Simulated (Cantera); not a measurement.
Charge: 1 mol AlBr3, 1.5 mol O2, 780 mol H2, held at 2.90 mbar.

Method: chemical equilibrium by Gibbs-energy minimisation in Cantera with the NASA 1993 tables (ideal gas, pure condensed phases). Candidate condensed phases: Al, AlBr3, Al2O3, Br2, H2O; 25 gas species. Rates play no part.

Question: Which condensed phases are stable at each of these points (T (K)): 2023, 2048, 2073, 2098, 2123, 2148, 2173, 2198, 2223, 2248, 2273?

Answer: 
```json
[
 {"T (K)": "2023", "condensed phases": "Al2O3(s)", "Al condensed (%)": "61.9"},
 {"T (K)": "2048", "condensed phases": "Al2O3(s)", "Al condensed (%)": "48.5"},
 {"T (K)": "2073", "condensed phases": "Al2O3(s)", "Al condensed (%)": "31.1"},
 {"T (K)": "2098", "condensed phases": "Al2O3(s)", "Al condensed (%)": "9.1"},
 {"T (K)": "2123", "condensed phases": "gas only", "Al condensed (%)": "0.0"},
 {"T (K)": "2148", "condensed phases": "gas only", "Al condensed (%)": "0.0"},
 {"T (K)": "2173", "condensed phases": "gas only", "Al condensed (%)": "0.0"},
 {"T (K)": "2198", "condensed phases": "gas only", "Al condensed (%)": "0.0"},
 {"T (K)": "2223", "condensed phases": "gas only", "Al condensed (%)": "0.0"},
 {"T (K)": "2248", "condensed phases": "gas only", "Al condensed (%)": "0.0"},
 {"T (K)": "2273", "condensed phases": "gas only", "Al condensed (%)": "0.0"}
]
```

From 2023 K to 2098 K the condensed part is Al2O3(s). From 2123 K to 2273 K nothing is condensed.
